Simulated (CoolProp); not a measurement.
Vapour-liquid equilibrium of hydrogen chloride (1) + n-butane (2) at -43.85 °C; x and y are mole fractions of (1).

Model: multi-fluid Helmholtz-energy mixture model, Thol 2018 and Bücker 2006; pair parameters Bell 2016, in CoolProp.

Problem. Give the bubble pressure and the first vapour's composition at x = 0.35, 0.5, 0.875. Is there an azeotrope?

Solution. x = 0.35: 4.161 bar, y = 0.972; x = 0.5: 4.814 bar, y = 0.977; x = 0.875: 5.955 bar, y = 0.989. No azeotrope shows between x = 0.05 and 0.95.

Pair parameters are fitted to limited data, so mixtures are less certain than the pure fluids. With so large a gap from Raoult's law the liquid may split in two, which this calculation doesn't test in full.
